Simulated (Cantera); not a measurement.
Mixture: H₂ : O₂ : N₂ = 1 : 0.5 : 1.35 (molar parts), at 1.00 bar, adiabatic and at constant volume. Ignition delay is the time to a rise of 400 K.

Computed with Cantera and GRI-Mech 3.0 (53 species, 325 reactions). Where the delays flatten at high temperature, the 400 K rule measures the pace of heat release, not the induction time.

**Question.** Predict: delay at 1223 K; delay at 1423 K; delay at 1623 K; delay at 1823 K; delay at 2023 K.

**Answer.** 
| Property | Value |
|---|---|
| delay at 1223 K | 32.9 µs |
| delay at 1423 K | 14.9 µs |
| delay at 1623 K | 9.74 µs |
| delay at 1823 K | 8.54 µs |
| delay at 2023 K | 9.25 µs |
